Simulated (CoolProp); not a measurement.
Vapour-liquid equilibrium of propylene (1) + R142b (2) at 68.4 kPa; x and y are mole fractions of (1).

Values from CoolProp's multi-fluid Helmholtz-energy mixture model, Lemmon 2013 and Lemmon 2006; pair parameters Bell 2016.

```tsv
x	bubble temperature (°C)	y at the bubble point	dew temperature at overall composition x (°C)	liquid density (mol/L)
0.05	-23.2	0.230	-19.4	…
0.125	-29.4	0.466	-20.9	12.50
0.2	-34.3	0.616	-22.6	12.72
0.275	-38.4	0.715	-24.3	12.93
0.35	-41.6	…	-26.2	13.13
0.425	-44.3	0.831	-28.2	…
0.5	-46.5	0.867	-30.4	13.50
0.575	-48.3	0.895	-32.9	13.67
0.65	-49.9	0.918	…	13.85
0.725	-51.4	0.937	-38.8	14.03
0.8	-52.7	0.955	…	14.22
0.875	-53.9	0.972	-47.0	14.41
0.95	-55.1	0.989	-52.3	14.60
```

Question: Complete the blanks.

Answer: 
- 0.05, liquid density (mol/L): 12.25
- 0.35, y at the bubble point: 0.783
- 0.425, liquid density (mol/L): 13.31
- 0.65, dew temperature at overall composition x (°C): -35.6
- 0.8, dew temperature at overall composition x (°C): -42.5

No azeotrope shows between x = 0.05 and 0.95.

Pair parameters are fitted to limited data, so mixtures are less certain than the pure fluids.
